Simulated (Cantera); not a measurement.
A closed system holds: 1 mol SiHCl3, 0.018 mol C2H2, 8.5 mol H2, 0.11 mol HCl, equilibrated at 1423 K and 0.0100 bar.

Cantera equilibrium calculation (NASA polynomials, part measured and part estimated; ideal gas, pure solids and liquids). Candidate condensed phases: C, C6H6, C7H8, C8H18, Si, SiC; 109 gas species. Mutual solubility and eutectic melting of coexisting phases are not modelled. The tables' values for SiCl3 are old estimates; treat these amounts as uncertain. Equilibrium is a limit: real reactors are often held back by kinetics, nucleation or transport.

Base state: H2 0.789, HCl 0.135, SiCl2 0.0696, SiCl3 0.00445, SiCl4 0.00113, SiHCl3 0.000510, H 5.90e-5, SiH2Cl2 3.53e-5 (mole fractions); condensed: Si(s) + SiC(s).

Problem. What changes in the equilibrium state with this change: temperature from 1423 K to 2375 K?

Solution. 
| species | before | after |
|---|---|---|
| H2 | 0.789 | 0.605 |
| HCl | 0.135 | 0.180 |
| H | 5.90e-5 | 0.110 |
| Si | 1.53e-7 | 0.0468 |
| Cl | 8.27e-6 | 0.0234 |
| SiCl2 | 0.0696 | 0.0233 |
| Si2C | <1e-9 | 0.00167 |
| SiC2 | <1e-9 | 0.000449 |
| Si2 | <1e-9 | 0.000272 |
| C2H2 (acetylene) | <1e-9 | 0.000203 |
| SiCl4 | 0.00113 | 5.19e-8 |
| Si(s), mol | 0.162 | 0 |
| SiC(s), mol | 0.0360 | 0 |
The tables' values for SiCl, SiCl3 are old estimates; treat these amounts as uncertain. Gases not in the tables: Si2H6 and higher silanes.

Problem. What changes in the equilibrium state with this change: pressure from 0.0100 bar to 0.0240 bar?

Solution. 
| species | before | after |
|---|---|---|
| H2 | 0.789 | 0.793 |
| HCl | 0.135 | 0.131 |
| SiCl2 | 0.0696 | 0.0656 |
| SiH2Cl2 | 3.53e-5 | 8.02e-5 |
| SiHCl3 | 0.000510 | 0.00112 |
| SiCl4 | 0.00113 | 0.00240 |
| H | 5.90e-5 | 3.82e-5 |
| SiCl3 | 0.00445 | 0.00630 |
| Si(s), mol | 0.162 | 0.167 |
| SiC(s), mol | 0.0360 | 0.0360 |

Problem. What changes in the equilibrium state with this change: SiHCl3 replaced by SiH2Cl2?

Solution. 
```tsv
species	before	after
H2	0.789	0.848
HCl	0.135	0.108
SiCl2	0.0696	0.0413
SiCl4	0.00113	0.000396
SiCl3	0.00445	0.00203
SiHCl3	0.000510	0.000242
SiH2Cl2	3.53e-5	2.25e-5
Si(s), mol	0.162	0.497
SiC(s), mol	0.0360	0.0360
```
